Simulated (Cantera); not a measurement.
An adiabatic, constant-pressure homogeneous reactor starts with 41.0 % H2, 8.90 % O2, 50.1 % N2, equivalence ratio 2.3, at 1500 K and 0.710 bar.

Computed with Cantera and the H2/O2 subset of GRI-Mech 3.0, which has no nitrogen chemistry.

One state of this run: T (K) = 2400; x H2 = 0.228; x O2 = 0.000339; x H2O2 = 2.93e-8; x H = 0.0491; x HO2 = 1.77e-7; x OH = 0.00714; x O = 0.00103. x: mole fraction; the columns are a selection and need not sum to one.

Task: Which value of t (s) does it belong to?
A) 0.000290
B) 6.54e-5
C) 0.00129
D) 0.00272

Result: A, 0.000290
